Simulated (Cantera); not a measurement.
Source: NASA polynomial tables (part measured, part estimated), evaluated in Cantera. Values are per mole of reaction as written; species without (g) are pure solids or liquids, kept so even where they would boil at 1 bar.

5 NO(g) + Cr2O3 → Cr2N + 4 NO2(g), with ΔH° = 689.9 kJ and ΔS° = -108.3 J/K at 300 K.

Q: How far is the shortcut ΔG° ≈ ΔH°(300 K) − T·ΔS°(300 K) from the full temperature-dependent value at 350, 500, 650, 800, 950, 1100, 1250, 1400, 1550, 1700 K?

A: 
| T (K) | shortcut (kJ) | full (kJ) | difference (kJ) | difference in log10 K |
|---|---|---|---|---|
| 350 | 727.8 | 728.0 | -0.2 | 0.03 |
| 500 | 744.0 | 746.2 | -2.2 | 0.23 |
| 650 | 760.3 | 765.3 | -5.0 | 0.40 |
| 800 | 776.5 | 784.7 | -8.1 | 0.53 |
| 950 | 792.8 | 804.1 | -11.3 | 0.62 |
| 1100 | 809.0 | 823.4 | -14.4 | 0.69 |
| 1250 | 825.2 | 842.6 | -17.4 | 0.73 |
| 1400 | 841.5 | 861.6 | -20.1 | 0.75 |
| 1550 | 857.7 | 880.3 | -22.6 | 0.76 |
| 1700 | 874.0 | 898.8 | -24.8 | 0.76 |
The shortcut ignores the heat-capacity change of the reaction.
